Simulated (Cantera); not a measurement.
A perfectly stirred reactor is fed with CO : H2 : O2 : N2 : CO2 = 1 : 0.031 : 0.344 : 1.29 : 0.011 (molar parts), equivalence ratio 1.5, at 0.200 bar; it is adiabatic with a 525 K inlet, and is followed from long to short residence time, starting on the burning branch (τ in s: 0.057, 0.024, 0.01, 0.0043, 0.0018, 0.00078, 0.00033, 0.00014, 5.9e-05, 2.5e-05, 1.1e-05, 4.5e-06).

Computed with Cantera and GRI-Mech 3.0 (53 species, 325 reactions).

x: mole fraction; the columns are a selection and need not sum to one.

```
τ (s)         T (K)   x CO      x H2    x O2    x CO2    x N2O      x NO
-------  ----------  -----  --------  ------  -------  -------  --------
0.057    (withheld)  0.194   0.00130  0.0220    0.225  4.44e-8  0.000879
0.024          1934  0.206   0.00131  0.0276    0.207  4.38e-8  0.000264
0.010    (withheld)  0.217   0.00116  0.0319    0.190  4.44e-8  0.000120
0.0043   (withheld)  0.228  0.000816  0.0356    0.173  4.76e-8   7.85e-5
0.0018   (withheld)  0.249  0.000638  0.0466    0.146  5.06e-8   3.31e-5
0.00078         525  0.374    0.0116   0.129  0.00411   <1e-12    <1e-12
0.00033         525  0.374    0.0116   0.129  0.00411   <1e-12    <1e-12
0.00014         525  0.374    0.0116   0.129  0.00411   <1e-12    <1e-12
5.9e-5          525  0.374    0.0116   0.129  0.00411   <1e-12    <1e-12
2.5e-5          525  0.374    0.0116   0.129  0.00411   <1e-12    <1e-12
1.1e-5          525  0.374    0.0116   0.129  0.00411   <1e-12    <1e-12
4.5e-6          525  0.374    0.0116   0.129  0.00411   <1e-12    <1e-12
```

Q: Some entries are withheld; supply them.

A: 
- 0.057, T (K): 2094
- 0.010, T (K): 1752
- 0.0043, T (K): 1560
- 0.0018, T (K): 1338
